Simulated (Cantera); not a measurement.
**Premixed flame**

A freely propagating, adiabatic, planar premixed flame of CH4 : H2 : O2 : N2 = 1 : 0.18 : 1.9 : 9.12 (molar parts), unburnt at 500 K and 0.454 atm; multicomponent transport, grid criteria slope 0.08 and curve 0.16, no radiation.

Computed with Cantera and GRI-Mech 3.0 (53 species, 325 reactions). Burning velocities carry a grid error of a few per cent, more on coarse grids.

```csv
z (mm),T (K),u (m/s),x CH4,x H2,x O2,x H2O,x CH3,x HCO
-2.52,500,0.842,0.0819,0.0152,0.156,1.21e-5,<1e-8,<1e-8
-1.68,501,0.845,0.0818,0.0162,0.155,0.000178,1.09e-7,<1e-8
-1.26,507,0.856,0.0814,0.0177,0.155,0.000956,6.85e-7,<1e-8
-0.838,560,0.949,0.0784,0.0207,0.151,0.00697,8.69e-6,<1e-8
-0.419,923,1.58,0.0575,0.0261,0.124,0.0440,0.000311,5.10e-7
-0.210,1298,2.25,0.0322,0.0288,0.0891,0.0826,0.00173,1.22e-5
0,1645,2.87,0.00808,0.0279,0.0474,0.122,0.00193,4.95e-5
0.210,1788,3.12,0.000678,0.0222,0.0227,0.142,0.000276,1.72e-5
0.419,1823,3.17,2.91e-5,0.0190,0.0140,0.146,1.34e-5,1.14e-6
0.838,1854,3.21,6.35e-8,0.0184,0.00990,0.147,3.28e-8,4.95e-8
1.68,1893,3.27,<1e-8,0.0183,0.00816,0.148,<1e-8,3.56e-8
3.35,1942,3.34,<1e-8,0.0172,0.00657,0.151,<1e-8,2.55e-8
6.71,1996,3.42,<1e-8,0.0156,0.00477,0.155,<1e-8,1.63e-8
```
x: mole fraction of selected species; z is measured from the peak of heat release.

| Property | Value |
|---|---|
| laminar burning velocity | 84.1 cm/s |
| thermal thickness | 0.838 mm |
| peak x(CH3) | 0.00240 |
| peak x(HCO) | 4.98e-5 |
| grid points | 138 |
